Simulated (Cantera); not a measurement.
A closed system holds: 1 mol Si, 0.041 mol N2O, 520 mol N2, held at 2048.15 K and 0.100 bar.

Cantera equilibrium calculation (NASA polynomials, part measured and part estimated; ideal gas, pure solids and liquids). Candidate condensed phases: Si, SiO2, Si2N2O, Si3N4; 16 gas species. The tables' values for SiN are old estimates; treat these amounts as uncertain. Equilibrium is a limit: real reactors are often held back by kinetics, nucleation or transport.

Base state: N2 0.999, Si 0.000757, SiO 7.88e-5, Si2N 7.00e-5, SiN 5.57e-5 (mole fractions); condensed: Si(l).

Task: What changes in the equilibrium state with this change: pressure from 0.100 bar to 1 atm?

Result: 
```tsv
species	before	after
N2	0.999	1.000
SiO	7.88e-5	7.89e-5
Si	0.000757	3.35e-5
Si2N	7.00e-5	4.43e-6
SiN	5.57e-5	7.85e-6
Si(l), mol	0.451	0
Si3N4(s), mol	0	0.311
```
